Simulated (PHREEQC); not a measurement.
A solution holds 0.016 mol/kgw ZnSO4, 7.3e-05 mol/kgw NaCl and 0.024 mol/kgw MnSO4, at 25 °C. Closed to the air; pH follows from the charge balance.

The numbers come from PHREEQC with the ion-association model, wateq4f.dat.

Precipitation was switched off in this run.

Problem. Predict the pH, ionic strength.

Solution. pH 5.83; ionic strength 0.0932 mol/kgw.

Problem. In which forms is Cl present?

Solution. Cl- 97 %, MnCl+ 2.4 %, ZnCl+ 0.9 % of the Cl.
